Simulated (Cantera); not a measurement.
# Ignition delay

Mixture: CH3OH : O2 : N2 = 1 : 2.63 : 9.89 (molar parts), equivalence ratio 0.57, at 24.0 bar, adiabatic and at constant pressure. Ignition delay is the time to a rise of 400 K.

Detailed kinetics in Cantera: GRI-Mech 3.0 (53 species, 325 reactions). GRI-Mech 3.0 was tuned for natural gas; its chemistry of methanol as a main component is partial and can be far from experiment. The pressure lies above the range GRI-Mech 3.0 was tuned for (to about 10 atm).

```json
[
 {"T0 (K)": "1000", "delay (ms)": "54.4"},
 {"T0 (K)": "1100", "delay (ms)": "5.93"},
 {"T0 (K)": "1200", "delay (ms)": "0.932"},
 {"T0 (K)": "1300", "delay (ms)": "0.199"},
 {"T0 (K)": "1400", "delay (ms)": "0.0557"},
 {"T0 (K)": "1500", "delay (ms)": "0.0195"},
 {"T0 (K)": "1600", "delay (ms)": "0.00823"},
 {"T0 (K)": "1700", "delay (ms)": "0.00396"},
 {"T0 (K)": "1800", "delay (ms)": "0.00209"},
 {"T0 (K)": "1900", "delay (ms)": "0.00119"}
]
```

```json
{
 "apparent activation energy between 1700 and 1900 K": "160 kJ/mol"
}
```
